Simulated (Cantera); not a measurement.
**Low-pressure radical oxidation in H2/O2**

An isothermal, constant-pressure homogeneous reactor starts with 24.8 % H2, 75.2 % O2, equivalence ratio 0.17, at 1450 K and 15.0 Torr.

Model: GRI-Mech 3.0 (53 species, 325 reactions), integrated in Cantera. Radical loss at walls, strong at low pressure, is not modelled. The temperature is held fixed by assumption; the heat of reaction is taken as removed at once.

```tsv
t (s)	x H2	x O2	x H2O	x H	x H2O2
0.000100	0.248	0.752	2.95e-5	1.93e-5	1.10e-8
0.000389	0.0186	0.603	0.179	0.0785	3.39e-7
0.00152	0.0141	0.611	0.195	0.0659	3.23e-7
0.00590	0.00992	0.649	0.228	0.0343	3.46e-7
0.0230	0.00226	0.702	0.271	0.00325	2.32e-7
0.0894	0.000166	0.715	0.281	6.33e-5	6.45e-8
0.348	1.68e-5	0.716	0.283	2.04e-6	1.61e-8
1.36	3.29e-6	0.717	0.283	1.78e-7	6.08e-9
5.28	2.26e-6	0.717	0.283	1.01e-7	5.22e-9
20.5	2.26e-6	0.717	0.283	1.01e-7	5.22e-9
80.0	2.26e-6	0.717	0.283	1.01e-7	5.22e-9
```
x: mole fraction; the columns are a selection and need not sum to one.

Equilibrium at this temperature and pressure: H2 2.26e-6, O2 0.717, H2O 0.283, H 1.01e-7, H2O2 5.22e-9 (gas phase only).
